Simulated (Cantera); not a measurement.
A Cantera script and its output.

```python
import numpy as np
import cantera as ct

gas = ct.Solution("gri30.yaml")
gas.TPX = 1398, 27000, {'CO': 0.01, 'O2': 0.029, 'H2O': 0.00068, 'N2': 1}
reactor = ct.IdealGasConstPressureReactor(gas, energy="off", clone=False)
net = ct.ReactorNet([reactor])
net.rtol, net.atol = 1e-08, 1e-18
show = ['CO', 'O2', 'H2O', 'H2O2', 'NO2', 'NO']
times = np.geomspace(0.0009, 2, 9)

steps = ct.SolutionArray(gas, extra=["t"])
rows = []
print(f"{'t/s':>10s}{'T/K':>9s}{'P/Pa':>11s}" + "".join(f"{s:>11s}" for s in show))
for t in times:
    while net.time < t:
        t_next = net.step()
        steps.append(gas.state, t=t_next)
    rows.append([np.interp(t, steps.t, y) for y in (steps.T, steps.P, *steps(*show).X.T)])
    print(f"{t:10.3e}{rows[-1][0]:9.1f}{rows[-1][1]:11.4g}" + "".join(f"{x:11.3e}" for x in rows[-1][2:]))
rate = np.gradient(steps.T, steps.t)
print("integrator steps:", len(steps.t))
if steps.T.max() > steps.T[0] + 200:
    print(f"time of steepest temperature rise: {steps.t[rate.argmax()]:.4e} s")
gas.TPX = 1398, 27000, {'CO': 0.01, 'O2': 0.029, 'H2O': 0.00068, 'N2': 1}
gas.equilibrate("TP")
print(f"equilibrium (TP): T = {gas.T:.1f} K  " + "  ".join(f"{s} {gas[s].X[0]:.3e}" for s in show))
```

It prints:

```
       t/s      T/K       P/Pa         CO         O2        H2O       H2O2        NO2         NO
 9.000e-04   1398.0    2.7e+04  9.618e-03  2.789e-02  6.540e-04  1.134e-14  2.737e-20  1.659e-14
 2.358e-03   1398.0    2.7e+04  9.618e-03  2.789e-02  6.540e-04  1.139e-13  1.389e-18  1.586e-13
 6.179e-03   1398.0    2.7e+04  9.608e-03  2.788e-02  6.532e-04  1.040e-11  2.291e-15  7.395e-12
 1.619e-02   1398.0    2.7e+04  6.243e-03  2.522e-02  4.476e-04  6.955e-09  9.628e-11  1.815e-07
 4.243e-02   1398.0    2.7e+04  9.218e-04  2.310e-02  5.265e-04  7.523e-09  1.568e-09  2.629e-06
 1.112e-01   1398.0    2.7e+04  1.295e-04  2.317e-02  6.298e-04  2.136e-09  4.417e-09  3.246e-06
 2.913e-01   1398.0    2.7e+04  1.864e-05  2.319e-02  6.480e-04  4.034e-10  8.066e-09  3.424e-06
 7.633e-01   1398.0    2.7e+04  2.901e-06  2.319e-02  6.534e-04  8.072e-11  8.750e-09  3.482e-06
 2.000e+00   1398.0    2.7e+04  5.656e-07  2.319e-02  6.553e-04  2.048e-11  6.572e-09  3.498e-06
integrator steps: 1431
equilibrium (TP): T = 1398.0 K  CO 1.168e-07  O2 2.306e-02  H2O 6.562e-04  H2O2 5.714e-12  NO2 3.393e-07  NO 2.643e-04
```

Model: GRI-Mech 3.0 (53 species, 325 reactions), integrated in Cantera.
